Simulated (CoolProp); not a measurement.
Properties of o-xylene along the isotherm 620 K.

Values from CoolProp's reference Helmholtz-energy equation of state, Zhou 2012.

| p (MPa) | phase | density (kg/m³) | cp (kJ/(kg K)) | cv (kJ/(kg K)) | speed of sound (m/s) | expansivity (1/kK) | fugacity coefficient |
|---|---|---|---|---|---|---|---|
| 1.04 | gas | 24.28 | 2.379 | 2.242 | 199.2 | 2.428 | 0.8925 |
| 2.08 | gas | 58.11 | 2.607 | 2.306 | 166.7 | 4.439 | 0.7884 |
| 3.11 | gas | 125.3 | 3.996 | 2.449 | 114.2 | 17.66 | 0.6835 |
| 4.15 | liquid | 473.8 | 3.671 | 2.404 | 201.8 | 8.752 | 0.5482 |
| 5.19 | liquid | 502.6 | 3.301 | 2.376 | 255.7 | 5.629 | 0.4579 |
| 6.23 | liquid | 521.1 | 3.143 | 2.360 | 295.8 | 4.385 | 0.3978 |
| 7.27 | liquid | 535.2 | 3.051 | 2.349 | 328.8 | 3.687 | 0.3550 |
| 8.31 | liquid | 546.5 | 2.988 | 2.341 | 357.2 | 3.230 | 0.3231 |
| 9.34 | liquid | 556.1 | 2.943 | 2.335 | 382.2 | 2.907 | 0.2987 |
